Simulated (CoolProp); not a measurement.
R1224YDZ along the isotherm 459.1 K: density (kg/m³) from the reference equation and from simpler models built on Tc = 428.7 K, pc = 33.34 bar, ω = 0.325; each cubic takes its own stable root.

Model: reference Helmholtz-energy equation of state, Akasaka 2023, in CoolProp.

```tsv
p (bar)	phase	reference
0.527	gas	2.059
0.795	gas	3.113
1.2	gas	4.714
1.81	gas	7.147
2.73	gas	10.86
4.12	gas	16.60
6.21	gas	25.49
9.37	gas	39.62
14.1	gas	62.58
21.3	gas	102.9
32.2	gas	183.5
48.6	supercritical	443.7
73.2	supercritical	785.1
111	supercritical	905.2
167	supercritical	992.6
```

Question: How far does each simpler model (ideal gas, van der Waals, Redlich-Kwong, Peng-Robinson) lie from the reference over these 15 states: mean and median of the absolute difference, and the worst?

Answer: 
- ideal gas: mean 19.6 %, median 8.0 %, worst -63.7 % at 459.1 K and 73.2 bar
- van der Waals: mean 5.7 %, median 0.6 %, worst -25.7 % at 459.1 K and 167 bar
- Redlich-Kwong: mean 2.6 %, median 0.2 %, worst -12.5 % at 459.1 K and 73.2 bar
- Peng-Robinson: mean 1.9 %, median 0.5 %, worst -10.1 % at 459.1 K and 73.2 bar
